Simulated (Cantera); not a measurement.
**Gas-phase reforming**

An isothermal, constant-pressure homogeneous reactor starts with 20.4 % CH4, 79.6 % H2O, at 1950 K and 2300000 Pa.

Model: GRI-Mech 3.0 (53 species, 325 reactions), integrated in Cantera. The pressure lies above the range GRI-Mech 3.0 was tuned for (to about 10 atm).

```tsv
t (s)	x CH4	x H2O	x C2H4	x CH2CO	x HCO	x C2H2
0.000900	0.0276	0.565	0.00237	5.93e-5	6.87e-8	0.0358
0.00251	0.0205	0.488	0.00133	2.35e-5	1.11e-7	0.0169
0.00700	0.0103	0.426	0.000309	4.54e-6	1.57e-7	0.00344
0.0195	0.00151	0.399	6.74e-6	1.85e-7	1.78e-7	7.09e-5
0.0545	6.29e-6	0.396	1.32e-10	4.81e-10	1.82e-7	1.38e-9
0.152	9.96e-7	0.396	4.46e-12	7.91e-11	1.82e-7	4.74e-11
0.424	9.96e-7	0.396	4.46e-12	7.91e-11	1.82e-7	4.74e-11
1.18	9.96e-7	0.396	4.46e-12	7.91e-11	1.82e-7	4.74e-11
3.30	9.96e-7	0.396	4.46e-12	7.91e-11	1.82e-7	4.74e-11
9.21	9.96e-7	0.396	4.46e-12	7.91e-11	1.82e-7	4.74e-11
25.7	9.96e-7	0.396	4.46e-12	7.91e-11	1.82e-7	4.74e-11
71.7	9.96e-7	0.396	4.46e-12	7.91e-11	1.82e-7	4.74e-11
200	9.96e-7	0.396	4.46e-12	7.91e-11	1.82e-7	4.74e-11
```
x: mole fraction; the columns are a selection and need not sum to one.

Equilibrium at this temperature and pressure: CH4 1.07e-6, H2O 0.396, C2H4 4.94e-12, CH2CO 8.51e-11, HCO 1.82e-7, C2H2 5.25e-11 (gas phase only).
